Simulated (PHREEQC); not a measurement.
Solution (20 °C): 0.66 mol KH2PO4, 0.00074 mol Na2SO4 and 0.015 mol NaCl per kg of water. Closed to the air; pH follows from the charge balance.

Computed with PHREEQC (ion-association model, phreeqc.dat).

Each row changes one thing in this solution. Precipitation was switched off in this run.

| case | pH | ionic strength (mol/kgw) | H3PO4 (mol/kgw) | HPO4-2 (mol/kgw) | KHPO4- (mol/kgw) | SO4-2 (mol/kgw) | SI of Sylvite (KCl) | SI of Halite (NaCl) |
|---|---|---|---|---|---|---|---|---|
| as made | 4.25 | 0.678 | 0.00294 | 0.00244 | 0.000565 | 0.000427 | -3.28 | -5.51 |
| KH2PO4 from 0.66 to 0.132 mol/kgw | 4.43 | ? | 0.000494 | 0.000495 | 4.06e-5 | 0.000572 | ? | ? |
| KH2PO4 from 0.66 to 0.99 mol/kgw | 4.19 | 1.01 | 0.00455 | 0.00354 | 0.00107 | 0.000385 | -3.14 | ? |
| Na2SO4 from 0.00074 to 0.000814 mol/kgw | 4.25 | 0.679 | 0.00294 | 0.00244 | 0.000565 | 0.000469 | -3.28 | -5.51 |
| diluted 100-fold with water | 4.79 | 0.00682 | 1.37e-5 | 3.11e-5 | 2.84e-7 | 7.17e-6 | ? | -9.25 |

**Question.** Some entries are withheld; supply them.

**Answer.** 
- KH2PO4 from 0.66 to 0.132 mol/kgw, ionic strength (mol/kgw): 0.149
- KH2PO4 from 0.66 to 0.132 mol/kgw, SI of Sylvite (KCl): -3.84
- KH2PO4 from 0.66 to 0.132 mol/kgw, SI of Halite (NaCl): -5.42
- KH2PO4 from 0.66 to 0.99 mol/kgw, SI of Halite (NaCl): -5.52
- diluted 100-fold with water, SI of Sylvite (KCl): -6.95

The ionic strength passes 0.7 mol/kgw, the rough limit of the ion-association models, in KH2PO4 from 0.66 to 0.99 mol/kgw. Complexes and solids missing from the database can't appear.
